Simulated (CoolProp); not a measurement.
Vapour-liquid equilibrium of ethylene (1) + n-butane (2) at 0.0996 MPa; x and y are mole fractions of (1).

Values from CoolProp's multi-fluid Helmholtz-energy mixture model, Smukala 2000 and Bücker 2006; pair parameters Bell 2016.

```csv
x,bubble temperature (°C),y at the bubble point,dew temperature at overall composition x (°C),liquid density (mol/L)
0.05,-41.3,0.844,-2.3,11.30
0.2,-72.9,0.982,-6.7,12.67
0.35,-82.7,0.993,-11.8,13.81
0.5,-89.4,0.997,-17.9,15.05
0.65,-95.0,0.999,-25.6,16.44
0.8,-99.6,1.000,-36.7,17.98
0.95,-103.1,1.000,-59.5,19.67
```

No azeotrope shows between x = 0.05 and 0.95.

The pair parameters rest on a limited set of measurements; away from them the model extrapolates. The gap from Raoult's law changes sign with composition, which may be real or a fault of the pair parameters; it wasn't checked against measurements.
